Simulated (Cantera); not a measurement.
**Nitride etching: AlN + O₂ + N₂**

Charge: 1 mol AlN, 2 mol O₂, 0.78 mol N₂, at 17.0 Pa.

Method: chemical equilibrium by Gibbs-energy minimisation in Cantera with the NASA 1993 tables (ideal gas, pure condensed phases). Candidate condensed phases: Al, AlN, Al₂O₃; 16 gas species. Equilibrium is a limit: real reactors are often held back by kinetics, nucleation or transport.

From 700 K to 2100 K the condensed part is Al₂O₃(s).

```json
[
 {"T (K)": "700", "x N₂": "0.506", "x O₂": "0.494", "x O": "<1e-12", "x NO": "3.46e-7", "x AlO": "<1e-12", "x NO₂": "7.47e-9", "x N": "<1e-12", "n Al₂O₃(s)": "0.500"},
 {"T (K)": "900", "x N₂": "0.506", "x O₂": "0.494", "x O": "2.90e-10", "x NO": "1.13e-5", "x AlO": "<1e-12", "x NO₂": "2.66e-8", "x N": "<1e-12", "n Al₂O₃(s)": "0.500"},
 {"T (K)": "1100", "x N₂": "0.506", "x O₂": "0.494", "x O": "1.35e-7", "x NO": "0.000104", "x AlO": "<1e-12", "x NO₂": "5.99e-8", "x N": "<1e-12", "n Al₂O₃(s)": "0.500"},
 {"T (K)": "1300", "x N₂": "0.506", "x O₂": "0.494", "x O": "9.53e-6", "x NO": "0.000486", "x AlO": "<1e-12", "x NO₂": "1.06e-7", "x N": "<1e-12", "n Al₂O₃(s)": "0.500"},
 {"T (K)": "1500", "x N₂": "0.505", "x O₂": "0.493", "x O": "0.000218", "x NO": "0.00150", "x AlO": "<1e-12", "x NO₂": "1.61e-7", "x N": "3.31e-12", "n Al₂O₃(s)": "0.500"},
 {"T (K)": "1700", "x N₂": "0.504", "x O₂": "0.491", "x O": "0.00240", "x NO": "0.00354", "x AlO": "1.59e-11", "x NO₂": "2.22e-7", "x N": "3.03e-10", "n Al₂O₃(s)": "0.500"},
 {"T (K)": "1900", "x N₂": "0.498", "x O₂": "0.479", "x O": "0.0158", "x NO": "0.00689", "x AlO": "1.15e-8", "x NO₂": "2.81e-7", "x N": "1.07e-8", "n Al₂O₃(s)": "0.500"},
 {"T (K)": "2100", "x N₂": "0.483", "x O₂": "0.436", "x O": "0.0704", "x NO": "0.0112", "x AlO": "2.38e-6", "x NO₂": "3.12e-7", "x N": "1.90e-7", "n Al₂O₃(s)": "0.500"}
]
```
x: gas mole fraction; n: condensed amount in mol.
